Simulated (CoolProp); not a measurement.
A closed Brayton cycle with dry air: compressor inlet 314.15 K and 7 MPa, high pressure 24.4 MPa, turbine inlet 755 K, compressor efficiency 0.8, turbine efficiency 0.85, recuperator effectiveness 0.9 (on enthalpy, no pinch check). Each further row changes one setting.

Model: reference Helmholtz-energy equation of state, Lemmon 2000, in CoolProp. It is a pseudo-pure fit of the blend.

```tsv
case	thermal efficiency (%)	net work (kJ/kg)	compressor to turbine work	compressor exit (K)	turbine exit (K)
as stated	[?]	28.7	0.86	483.4	570.9
turbine inlet 705 K	7.4	14.9	[?]	483.4	[?]
compressor inlet 324.15 K	10.5	22.7	[?]	498.6	570.9
high pressure 20.7 MPa	16.4	32.9	0.82	457.6	592.1
recuperator effectiveness 0.5	[?]	28.7	0.86	483.4	570.9
```

### Question
Some entries are withheld; supply them.

### Answer

- as stated, thermal efficiency (%): 13.1
- turbine inlet 705 K, compressor to turbine work: 0.92
- turbine inlet 705 K, turbine exit (K): 531.2
- compressor inlet 324.15 K, compressor to turbine work: 0.89
- recuperator effectiveness 0.5, thermal efficiency (%): 11.2
